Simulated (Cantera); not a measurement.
Charge: 1 mol BF3, 3.8 mol O2, 190 mol H2, equilibrated at 0.0180 bar.

These are equilibrium values from Cantera (NASA tables, ideal gas, pure condensed phases), not measurements of a reactor. Candidate condensed phases: B, B2O3, B3O3H3, H2O; 43 gas species. Gases not in the tables: H3BO3. Equilibrium is a limit: real reactors are often held back by kinetics, nucleation or transport. All values below are at 1223 K.

Base state: H2 0.951, H2O 0.0323, HF 0.0131, BOF 0.00214, HBO2 0.00154, BF3 0.000129, B3O3F3 1.71e-5 (mole fractions); condensed: B2O3(l).

What changes in the equilibrium state with this change: pressure from 0.0180 bar to 0.000260 bar?


```tsv
species	before	after
H2	0.951	0.950
H2O	0.0323	0.0322
HF	0.0131	0.0126
BOF	0.00214	0.00299
HBO2	0.00154	0.00221
B3O3F3	1.71e-5	9.71e-9
BF3	0.000129	2.44e-6
H	2.19e-6	1.82e-5
B2O3(l), mol	0.127	0
```

What changes in the equilibrium state with this change: H2 from 190 to 2.1 mol?


| species | before | after |
|---|---|---|
| O2 | <1e-9 | 0.444 |
| HF | 0.0131 | 0.259 |
| H2O | 0.0323 | 0.207 |
| H2 | 0.951 | 4.71e-8 |
| BF3 | 0.000129 | 0.0614 |
| BOF | 0.00214 | 0.0167 |
| BOF2 | <1e-9 | 2.60e-5 |
| OH | <1e-9 | 1.93e-5 |
| B2O3(l), mol | 0.127 | 0.169 |
